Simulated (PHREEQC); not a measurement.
A made-up water analysis in mg/L, 5 °C, pH 6.12, pe 10: Na 1.71; K 0.00934; Ca 1.84; Mg 2.07; Cl 7.25; S(6) as SO4 2.58; Alkalinity as HCO3 4.12; Ba 0.233; Cd 0.0657; Pb 0.597; O(0) (dissolved oxygen) 0.0749.

Valence states are taken as typed.

Computed with PHREEQC (ion-association model, phreeqc.dat).

Precipitation was switched off in this run.

Predict the charge-balance error.

charge-balance error 3.2 %.

In which forms is Pb present?

Pb+2 89 %, PbHCO3+ 4.3 %, PbCO3 3.4 %, PbOH+ 2.1 %, PbSO4 1.1 % of the Pb.

Constants without temperature data keep their 25 °C values here.
